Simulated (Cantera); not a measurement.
A perfectly stirred reactor is fed with CH4 : CO2 = 1 : 4.5 (molar parts), at 20000 Pa; it is held at 1650 K, and followed from long to short residence time.

Model: GRI-Mech 3.0 (53 species, 325 reactions), integrated in Cantera.

Task: What does this change do: temperature 1650 to 2025 K?

Result: 
```csv
quantity,before,after
x(CH4) at τ = 0.930 s,0.0212,0.000432
x(CO2) at τ = 0.930 s,0.431,0.273
x(H2O2) at τ = 0.930 s,1.47e-12,7.90e-11
x(H2O) at τ = 0.930 s,0.171,0.195
x(CH3) at τ = 0.930 s,0.000248,5.73e-5
x(CH4) at τ = 9.80 ms,0.157,0.0166
x(CO2) at τ = 9.80 ms,0.797,0.427
x(H2O2) at τ = 9.80 ms,<1e-12,6.80e-11
x(H2O) at τ = 9.80 ms,0.00608,0.170
x(CH3) at τ = 9.80 ms,0.00103,0.00183
```

Task: What does this change do: CO2 4.5 to 21 parts?

Result: 
```tsv
quantity	before	after
x(CH4) at τ = 0.930 s	0.0212	0.00688
x(CO2) at τ = 0.930 s	0.431	0.823
x(H2O2) at τ = 0.930 s	1.47e-12	<1e-12
x(H2O) at τ = 0.930 s	0.171	0.0597
x(CH3) at τ = 0.930 s	0.000248	0.000123
x(CH4) at τ = 9.80 ms	0.157	0.0407
x(CO2) at τ = 9.80 ms	0.797	0.949
x(H2O2) at τ = 9.80 ms	<1e-12	<1e-12
x(H2O) at τ = 9.80 ms	0.00608	0.00232
x(CH3) at τ = 9.80 ms	0.00103	0.000466
```
